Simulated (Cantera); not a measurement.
Charge: 1 mol SiCl4, 2.2 mol Cl2, 0.77 mol H2, at 1277 °C and 5.70 bar.

Equilibrium computed with Cantera from the NASA thermochemical tables; the gas is ideal and each condensed phase is pure. Candidate condensed phases: Si; 19 gas species. The tables' values for SiCl3 are old estimates; treat these amounts as uncertain. Equilibrium is a limit: real reactors are often held back by kinetics, nucleation or transport.

Base state: HCl 0.384, Cl2 0.347, SiCl4 0.249, Cl 0.0200, SiCl3 1.08e-5 (mole fractions); condensed: gas only.

What changes in the equilibrium state with this change: temperature from 1277 °C to 1427 °C?


```csv
species,before,after
HCl,0.384,0.379
Cl2,0.347,0.329
SiCl4,0.249,0.246
Cl,0.0200,0.0461
SiCl3,1.08e-5,6.76e-5
```
